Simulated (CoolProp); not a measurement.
Vapour-liquid equilibrium of hydrogen chloride (1) + propane (2) at 19 bar; x and y are mole fractions of (1).

Model: multi-fluid Helmholtz-energy mixture model, Thol 2018 and Lemmon 2009; pair parameters Bell 2016, in CoolProp.

```csv
x,bubble temperature (°C),y at the bubble point,dew temperature at overall composition x (°C),liquid density (mol/L)
0.05,45.1,0.176,52.1,10.60
0.15,28.7,0.447,46.6,11.81
0.25,16.8,0.610,40.9,12.95
0.35,8.8,0.707,34.9,14.08
0.45,3.3,0.769,28.5,15.26
0.55,-0.7,0.814,21.4,16.57
0.65,-3.7,0.851,13.6,18.09
0.75,-6.3,0.886,5.0,19.91
0.85,-8.5,0.924,-3.7,22.16
0.95,-10.5,0.971,-9.7,24.96
```

No azeotrope shows between x = 0.05 and 0.95.

The pair parameters rest on a limited set of measurements; away from them the model extrapolates.
